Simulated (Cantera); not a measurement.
An isothermal, constant-pressure homogeneous reactor starts with H2 : O2 = 0.013 : 1 (molar parts), at 1425 K and 0.0263 atm.

Model: the H2/O2 subset of GRI-Mech 3.0, which has no nitrogen chemistry, integrated in Cantera. Radical loss at walls, strong at low pressure, is not modelled.

x: mole fraction; the columns are a selection and need not sum to one.

```tsv
t (s)	x H2	x O2	x OH	x H	x O	x HO2
1.00e-5	0.0128	0.987	3.23e-9	5.18e-9	3.27e-9	?
3.76e-5	0.0128	0.987	2.46e-8	9.77e-9	2.55e-8	?
0.000141	0.0128	0.987	1.72e-7	2.89e-8	1.91e-7	?
0.000532	0.0128	0.987	6.27e-6	8.25e-7	7.31e-6	?
0.00200	0.000425	0.975	0.00244	0.000572	0.0102	?
0.00752	6.00e-5	0.976	0.00172	0.000400	0.0104	?
0.0283	4.92e-5	0.978	0.00156	0.000293	0.00847	?
0.106	2.65e-5	0.982	0.00115	0.000113	0.00445	?
0.400	6.51e-6	0.986	0.000571	1.34e-5	0.00107	?
1.50	8.65e-7	0.987	0.000209	6.41e-7	0.000140	?
5.66	1.20e-7	0.987	7.80e-5	3.32e-8	1.94e-5	?
21.3	5.33e-8	0.987	5.19e-5	9.82e-9	8.59e-6	5.10e-8
80.0	5.27e-8	0.987	5.16e-5	9.65e-9	8.50e-6	5.12e-8
```

### Question
Some entries are withheld; supply them.

### Answer

- 1.00e-5, x HO2: 8.32e-9
- 3.76e-5, x HO2: 3.13e-8
- 0.000141, x HO2: 1.18e-7
- 0.000532, x HO2: 4.47e-7
- 0.00200, x HO2: 1.19e-6
- 0.00752, x HO2: 9.23e-7
- 0.0283, x HO2: 8.32e-7
- 0.106, x HO2: 5.92e-7
- 0.400, x HO2: 2.48e-7
- 1.50, x HO2: 6.50e-8
- 5.66, x HO2: 4.12e-8
